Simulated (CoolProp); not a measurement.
The fluid at 358.71 K and 3.66 MPa (liquid) is heated at constant pressure to 371 K. The same conditions are run with several fluids, on thermodynamics alone (safety and materials aside).

Computed with CoolProp (reference Helmholtz-energy equation of state of each fluid (propyne: Polt 1992; decamethyltetrasiloxane (MD2M): Thol 2017; R123: Younglove 1994; dimethyl ether: Wu 2011; benzene: Thol 2012)). The equations of Platzer and Polt are older, rougher fits.

```json
[
 {"fluid": "propyne", "heat (kJ/kg)": "(withheld)", "final density (kg/m³)": "471"},
 {"fluid": "decamethyltetrasiloxane (MD2M)", "heat (kJ/kg)": "(withheld)", "final density (kg/m³)": "(withheld)"},
 {"fluid": "R123", "heat (kJ/kg)": "13.5", "final density (kg/m³)": "1270"},
 {"fluid": "dimethyl ether", "heat (kJ/kg)": "(withheld)", "final density (kg/m³)": "(withheld)"},
 {"fluid": "benzene", "heat (kJ/kg)": "23.8", "final density (kg/m³)": "(withheld)"}
]
```

Question: Fill in the missing entries.

Answer: 
- propyne, heat (kJ/kg): 43.0
- decamethyltetrasiloxane (MD2M), heat (kJ/kg): 23.1
- decamethyltetrasiloxane (MD2M), final density (kg/m³): 784
- dimethyl ether, heat (kJ/kg): 38.8
- dimethyl ether, final density (kg/m³): 513
- benzene, final density (kg/m³): 798
